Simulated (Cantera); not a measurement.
## Adiabatic ignition

An adiabatic, constant-pressure homogeneous reactor starts with C2H4 : O2 : N2 : H2O = 1 : 1.3 : 4.9 : 0.18 (molar parts), at 1625 K and 0.987 atm.

Computed with Cantera and GRI-Mech 3.0 (53 species, 325 reactions). GRI-Mech 3.0 was tuned for natural gas; its chemistry of ethylene as a main component is partial and can be far from experiment.

| t (s) | T (K) | x C2H4 | x O2 | x H2O | x H2O2 | x HCN | x NO |
|---|---|---|---|---|---|---|---|
| 2.00e-6 | 1625 | 0.135 | 0.176 | 0.0244 | 3.94e-10 | <1e-12 | <1e-12 |
| 5.79e-6 | 1625 | 0.135 | 0.176 | 0.0244 | 3.23e-8 | <1e-12 | <1e-12 |
| 1.68e-5 | 2077 | 0.0326 | 0.0809 | 0.0720 | 1.37e-5 | 2.89e-6 | 9.76e-7 |
| 4.86e-5 | 2797 | 1.16e-5 | 1.51e-5 | 0.0859 | 2.98e-9 | 0.000513 | 0.000182 |
| 0.000141 | 2771 | 1.58e-7 | 1.19e-5 | 0.0716 | 2.17e-9 | 0.000525 | 0.000500 |
| 0.000408 | 2729 | <1e-12 | 2.42e-5 | 0.0690 | 3.34e-9 | 3.12e-5 | 0.000812 |
| 0.00118 | 2698 | <1e-12 | 3.87e-5 | 0.0682 | 4.41e-9 | 4.71e-7 | 0.000606 |
| 0.00343 | 2697 | <1e-12 | 4.03e-5 | 0.0683 | 4.53e-9 | 3.15e-7 | 0.000416 |
| 0.00993 | 2698 | <1e-12 | 4.04e-5 | 0.0683 | 4.54e-9 | 2.79e-7 | 0.000364 |
| 0.0288 | 2698 | <1e-12 | 4.04e-5 | 0.0683 | 4.54e-9 | 2.78e-7 | 0.000363 |
| 0.0834 | 2698 | <1e-12 | 4.04e-5 | 0.0683 | 4.54e-9 | 2.78e-7 | 0.000363 |
| 0.242 | 2698 | <1e-12 | 4.04e-5 | 0.0683 | 4.54e-9 | 2.78e-7 | 0.000363 |
| 0.700 | 2698 | <1e-12 | 4.04e-5 | 0.0683 | 4.54e-9 | 2.78e-7 | 0.000363 |
x: mole fraction; the columns are a selection and need not sum to one.

* **time of steepest temperature rise**: 19.0 µs
* **temperature at 0.700 s**: 2698 K
* **equilibrium temperature**: 2698 K
* **x(C2H4) at 0.700 s**: <1e-12 (gas-phase equilibrium <1e-12)
* **x(O2) at 0.700 s**: 4.04e-5 (gas-phase equilibrium 4.04e-5)
* **x(H2O) at 0.700 s**: 0.0683 (gas-phase equilibrium 0.0683)
